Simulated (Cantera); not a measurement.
A perfectly stirred reactor is fed with 12.3 % CH₄, 87.7 % N₂, at 7600 Pa; it is held at 1873 K, and followed from long to short residence time.

Cantera simulation using GRI-Mech 3.0 (53 species, 325 reactions); the numbers are that mechanism's predictions, not measurements. GRI-Mech 3.0 stops at C3 and has no aromatics, soot or wall deposition, so with more carbon than oxygen in the feed, carbon stays in small species such as C2H2 where larger ones or solid carbon would form.

x: mole fraction; the columns are a selection and need not sum to one.

| τ (s) | x CH₄ | x C₂H₂ | x C₂H₄ | x CH₃ | x C₂H |
|---|---|---|---|---|---|
| 1.7 | 0.00289 | 0.0533 | 2.12e-5 | 0.000266 | ___ |
| 0.74 | 0.00484 | 0.0525 | 3.84e-5 | 0.000404 | ___ |
| 0.32 | 0.00817 | 0.0509 | 8.16e-5 | 0.000611 | ___ |
| 0.14 | 0.0136 | 0.0482 | 0.000186 | 0.000908 | ___ |
| 0.059 | 0.0227 | 0.0437 | 0.000445 | 0.00134 | ___ |
| 0.025 | 0.0364 | 0.0368 | 0.00102 | 0.00192 | ___ |
| 0.011 | 0.0545 | 0.0275 | 0.00208 | 0.00255 | ___ |
| 0.0046 | 0.0790 | 0.0149 | 0.00357 | 0.00309 | ___ |

### Question
Some entries are withheld; supply them.

### Answer

- 1.7, x C₂H: 2.90e-6
- 0.74, x C₂H: 2.60e-6
- 0.32, x C₂H: 2.27e-6
- 0.14, x C₂H: 1.94e-6
- 0.059, x C₂H: 1.59e-6
- 0.025, x C₂H: 1.23e-6
- 0.011, x C₂H: 8.57e-7
- 0.0046, x C₂H: 4.42e-7
